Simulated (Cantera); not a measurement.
## Iron carbonyl, mercury and lead vapours: PbO + CO + N2 + O2

Feed: 1 mol PbO, 0.9 mol CO, 15 mol N2, 0.062 mol O2, held at 78.0 Pa.

These are equilibrium values from Cantera (NASA tables, ideal gas, pure condensed phases), not measurements of a reactor. Candidate condensed phases: C, Pb, PbO, PbO2, Pb3O4; 27 gas species. Mutual solubility and eutectic melting of coexisting phases are not modelled. Rates play no part.

```json
[
 {"T (K)": "973", "x N2": "0.933", "x CO2": "0.0560", "x Pb": "0.0112", "x PbO": "0.000155", "x O2": "1.05e-10", "x CO": "4.63e-6", "x NO": "5.62e-10", "n Pb(l)": "0.596", "n PbO(yellow)": "0.222"},
 {"T (K)": "998", "x N2": "0.924", "x CO2": "0.0555", "x Pb": "0.0199", "x PbO": "0.000365", "x O2": "4.06e-10", "x CO": "5.60e-6", "x NO": "1.46e-9", "n Pb(l)": "0.454", "n PbO(yellow)": "0.218"},
 {"T (K)": "1023", "x N2": "0.910", "x CO2": "0.0546", "x Pb": "0.0342", "x PbO": "0.000824", "x O2": "1.47e-9", "x CO": "6.68e-6", "x NO": "3.60e-9", "n Pb(l)": "0.213", "n PbO(yellow)": "0.211"},
 {"T (K)": "1048", "x N2": "0.898", "x CO2": "0.0539", "x Pb": "0.0464", "x PbO": "0.00179", "x O2": "7.55e-9", "x CO": "6.41e-6", "x NO": "1.05e-8", "n Pb(l)": "0", "n PbO(yellow)": "0.194"},
 {"T (K)": "1073", "x N2": "0.896", "x CO2": "0.0538", "x Pb": "0.0464", "x PbO": "0.00373", "x O2": "6.48e-8", "x CO": "4.65e-6", "x NO": "3.91e-8", "n Pb(l)": "0", "n PbO(yellow)": "0.162"},
 {"T (K)": "1098", "x N2": "0.893", "x CO2": "0.0536", "x Pb": "0.0462", "x PbO": "0.00752", "x O2": "5.04e-7", "x CO": "3.41e-6", "x NO": "1.38e-7", "n Pb(l)": "0", "n PbO(yellow)": "0.0977"},
 {"T (K)": "1123", "x N2": "0.888", "x CO2": "0.0533", "x Pb": "0.0459", "x PbO": "0.0133", "x O2": "2.93e-6", "x CO": "2.80e-6", "x NO": "4.13e-7", "n Pb(l)": "0", "n PbO(yellow)": "0"},
 {"T (K)": "1148", "x N2": "0.888", "x CO2": "0.0533", "x Pb": "0.0459", "x PbO": "0.0132", "x O2": "5.27e-6", "x CO": "4.03e-6", "x NO": "6.86e-7", "n Pb(l)": "0", "n PbO(yellow)": "0"},
 {"T (K)": "1173", "x N2": "0.888", "x CO2": "0.0532", "x Pb": "0.0459", "x PbO": "0.0132", "x O2": "9.23e-6", "x CO": "5.71e-6", "x NO": "1.11e-6", "n Pb(l)": "0", "n PbO(yellow)": "0"},
 {"T (K)": "1198", "x N2": "0.888", "x CO2": "0.0532", "x Pb": "0.0459", "x PbO": "0.0132", "x O2": "1.58e-5", "x CO": "7.98e-6", "x NO": "1.77e-6", "n Pb(l)": "0", "n PbO(yellow)": "0"},
 {"T (K)": "1223", "x N2": "0.888", "x CO2": "0.0532", "x Pb": "0.0460", "x PbO": "0.0132", "x O2": "2.64e-5", "x CO": "1.10e-5", "x NO": "2.77e-6", "n Pb(l)": "0", "n PbO(yellow)": "0"},
 {"T (K)": "1248", "x N2": "0.888", "x CO2": "0.0532", "x Pb": "0.0460", "x PbO": "0.0132", "x O2": "4.31e-5", "x CO": "1.50e-5", "x NO": "4.23e-6", "n Pb(l)": "0", "n PbO(yellow)": "0"},
 {"T (K)": "1273", "x N2": "0.888", "x CO2": "0.0532", "x Pb": "0.0460", "x PbO": "0.0131", "x O2": "6.89e-5", "x CO": "2.02e-5", "x NO": "6.36e-6", "n Pb(l)": "0", "n PbO(yellow)": "0"},
 {"T (K)": "1298", "x N2": "0.887", "x CO2": "0.0532", "x Pb": "0.0461", "x PbO": "0.0131", "x O2": "0.000107", "x CO": "2.70e-5", "x NO": "9.38e-6", "n Pb(l)": "0", "n PbO(yellow)": "0"}
]
```
x: gas mole fraction; n: condensed amount in mol.

From 973 K to 1023 K the condensed part is Pb(l) + PbO(yellow). From 1048 K to 1098 K the condensed part is PbO(yellow). From 1123 K to 1298 K nothing is condensed. The main Pb-bearing gas is Pb throughout.
